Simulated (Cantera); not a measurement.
## KOH + CO₂ + O₂ (calcination and drying)

A closed system holds: 1 mol KOH, 6.6 mol CO₂, 0.011 mol O₂, held at 1748.15 K and 100000 Pa.

Cantera equilibrium calculation (NASA polynomials, part measured and part estimated; ideal gas, pure solids and liquids). Candidate condensed phases: C, C₆H₆, C₇H₈, C₈H₁₈, H₂O, K, KOH, KO₂, K₂CO₃, K₂O, K₂O₂; 116 gas species. The numbers say what is thermodynamically allowed, not how fast it happens.

| Item | Result |
|---|---|
| x(CO₂) | 0.870 |
| x(KOH) | 0.0993 |
| x(H₂O) | 0.0173 |
| x(K) | 0.00740 |
| x(O₂) | 0.00409 |
| x(CO) | 0.00161 |
| x(KO) | 8.63e-5 |
| x(OH) | 7.76e-5 |
| x(K₂(OH)₂) | 5.46e-5 |
| n(K₂CO₃(l)) | 0.101 mol |
| gas amount | 7.456 mol |
| log10 activity of KOH(l) (absent) | -1.41 |
| log10 activity of K(l) (absent) | -3.67 |
| log10 activity of C(graphite) (absent) | -9.51 |
